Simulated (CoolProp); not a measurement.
Vapour-liquid equilibrium of propylene (1) + R114 (2) at 35.05 °C; x and y are mole fractions of (1).

Computed with CoolProp (multi-fluid Helmholtz-energy mixture model, Lemmon 2013 and Platzer 1990; pair parameters Bell 2016). This equation is an older, rougher fit; its heat capacities, sound speeds and derivatives of the liquid may be far off and weren't checked against measurements.

```json
[
 {"x": "0.05", "bubble pressure (MPa)": "0.3652", "y at the bubble point": "0.220", "dew pressure at overall composition x (MPa)": "0.3066", "liquid density (mol/L)": "8.448"},
 {"x": "0.125", "bubble pressure (MPa)": "0.4737", "y at the bubble point": "0.426", "dew pressure at overall composition x (MPa)": "0.3300", "liquid density (mol/L)": "8.634"},
 {"x": "0.2", "bubble pressure (MPa)": "0.5795", "y at the bubble point": "0.555", "dew pressure at overall composition x (MPa)": "0.3572", "liquid density (mol/L)": "8.825"},
 {"x": "0.275", "bubble pressure (MPa)": "0.6807", "y at the bubble point": "0.643", "dew pressure at overall composition x (MPa)": "0.3891", "liquid density (mol/L)": "9.022"},
 {"x": "0.35", "bubble pressure (MPa)": "0.7762", "y at the bubble point": "0.707", "dew pressure at overall composition x (MPa)": "0.4271", "liquid density (mol/L)": "9.225"},
 {"x": "0.425", "bubble pressure (MPa)": "0.8659", "y at the bubble point": "0.756", "dew pressure at overall composition x (MPa)": "0.4729", "liquid density (mol/L)": "9.437"},
 {"x": "0.5", "bubble pressure (MPa)": "0.9504", "y at the bubble point": "0.796", "dew pressure at overall composition x (MPa)": "0.5292", "liquid density (mol/L)": "9.658"},
 {"x": "0.575", "bubble pressure (MPa)": "1.031", "y at the bubble point": "?", "dew pressure at overall composition x (MPa)": "0.5997", "liquid density (mol/L)": "9.891"},
 {"x": "0.65", "bubble pressure (MPa)": "1.108", "y at the bubble point": "0.861", "dew pressure at overall composition x (MPa)": "?", "liquid density (mol/L)": "?"},
 {"x": "0.725", "bubble pressure (MPa)": "1.184", "y at the bubble point": "?", "dew pressure at overall composition x (MPa)": "0.8069", "liquid density (mol/L)": "10.40"},
 {"x": "0.8", "bubble pressure (MPa)": "?", "y at the bubble point": "?", "dew pressure at overall composition x (MPa)": "0.9587", "liquid density (mol/L)": "10.69"},
 {"x": "0.875", "bubble pressure (MPa)": "1.337", "y at the bubble point": "0.947", "dew pressure at overall composition x (MPa)": "?", "liquid density (mol/L)": "11.00"},
 {"x": "0.95", "bubble pressure (MPa)": "1.416", "y at the bubble point": "0.978", "dew pressure at overall composition x (MPa)": "1.345", "liquid density (mol/L)": "11.35"}
]
```

Task: Complete the blanks.

Result: 
- 0.575, y at the bubble point: 0.830
- 0.65, dew pressure at overall composition x (MPa): 0.6898
- 0.65, liquid density (mol/L): 10.14
- 0.725, y at the bubble point: 0.890
- 0.8, bubble pressure (MPa): 1.260
- 0.8, y at the bubble point: 0.918
- 0.875, dew pressure at overall composition x (MPa): 1.145

No azeotrope shows between x = 0.05 and 0.95.

The pair parameters rest on a limited set of measurements; away from them the model extrapolates.
